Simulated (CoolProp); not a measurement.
Octamethyltrisiloxane (MDM) along the isobar 1.18 MPa: density (kg/m³) from the reference equation and from simpler models built on Tc = 292.2 °C, pc = 1.438 MPa, ω = 0.528; each cubic takes its own stable root.

Computed with CoolProp (reference Helmholtz-energy equation of state, Thol 2017).

```csv
T (°C),phase,reference,van der Waals,Peng-Robinson
67.55,liquid,774.0,452.9,790.3
73.05,liquid,768.3,450.2,785.8
78.65,liquid,762.5,447.3,___
84.25,liquid,756.6,444.5,776.2
89.85,liquid,750.6,441.6,771.3
95.35,liquid,744.8,438.7,___
100.95,liquid,738.7,435.6,761.0
106.55,liquid,732.7,432.6,755.6
112.05,liquid,726.6,___,750.1
117.65,liquid,720.4,426.3,744.3
123.25,liquid,714.1,423.1,738.4
128.85,liquid,707.8,___,732.3
134.35,liquid,701.5,416.5,726.1
139.95,liquid,___,413.0,719.6
145.55,liquid,688.3,409.5,___
```

**Question.** Complete the blanks.

**Answer.** 
- 78.65, Peng-Robinson: 781.1
- 95.35, Peng-Robinson: 766.2
- 112.05, van der Waals: 429.5
- 128.85, van der Waals: 419.8
- 139.95, reference: 694.9
- 145.55, Peng-Robinson: 712.8
